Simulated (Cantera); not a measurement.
Feed: 1 mol Cu₂O, 1.2 mol H₂, 0.48 mol H₂O, equilibrated at 1330 Pa.

These are equilibrium values from Cantera (NASA tables, ideal gas, pure condensed phases), not measurements of a reactor. Candidate condensed phases: Cu, CuO, Cu(OH)₂, Cu₂O, H₂O; 12 gas species. Rates play no part.

Q: At 1350 °C, list the 5 most abundant gas species with their mole fractions, and the condensed phases.

A: H₂O 0.877, H₂ 0.118, Cu 0.00417, H 0.000206, OH 6.39e-5. Condensed: Cu(l).
